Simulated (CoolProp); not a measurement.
Values from CoolProp's reference Helmholtz-energy equation of state, Thol 2018.

Problem. Give the vapour pressure (bar), liquid density (kg/m³), vapour density (kg/m³) of saturated hydrogen chloride at 195.9, 228.4, 231.6 K.

Solution. 
```json
[
 {"T (K)": "195.9", "p (bar)": "1.54", "liquid density (kg/m³)": "1170", "vapour density (kg/m³)": "3.59"},
 {"T (K)": "228.4", "p (bar)": "6.44", "liquid density (kg/m³)": "1080", "vapour density (kg/m³)": "13.8"},
 {"T (K)": "231.6", "p (bar)": "7.24", "liquid density (kg/m³)": "1070", "vapour density (kg/m³)": "15.4"}
]
```
